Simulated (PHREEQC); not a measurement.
Consider water at 76 °C with 6.4 mmol/kgw NH4Cl, 0.048 mmol/kgw NaF and 0.21 mmol/kgw NaCl. Closed to the air; pH follows from the charge balance.

The numbers come from PHREEQC with the ion-association model, phreeqc.dat.

Each row changes one thing in this solution. This is a speciation only: nothing precipitates in the calculation.

| case | pH | HF (mol/kgw) | NaF (mol/kgw) | HF2- (mol/kgw) | SI of Halite (NaCl) |
|---|---|---|---|---|---|
| as made | 5.13 | 1.29e-6 | 5.72e-9 | 2.60e-10 | -7.46 |
| NH4Cl from 0.0064 to 0.032 mol/kgw | 4.81 | 2.35e-6 | 4.63e-9 | 4.65e-10 | -6.85 |
| NH4Cl from 0.0064 to 0.0032 mol/kgw | 5.27 | 9.61e-7 | 6.05e-9 | 1.96e-10 | -7.72 |
| NH4Cl from 0.0064 to 0.00576 mol/kgw | 5.15 | 1.23e-6 | 5.77e-9 | 2.50e-10 | -7.50 |
| NaCl replaced by NaBr at the same molality | 5.13 | 1.29e-6 | 5.72e-9 | 2.60e-10 | -7.47 |
| NH4Cl left out | 6.37 | 8.15e-8 | 6.83e-9 | 1.69e-11 | -8.89 |
| NaCl replaced by LiCl at the same molality | 5.13 | 1.29e-6 | 1.06e-9 | 2.60e-10 | -8.19 |
| NaF from 4.8e-05 to 0.00048 mol/kgw | 5.30 | 8.63e-6 | 1.53e-7 | 1.76e-8 | -7.03 |

Away from 25 °C the constants follow the database's enthalpies or fits; those with neither stay at their 25 °C values.
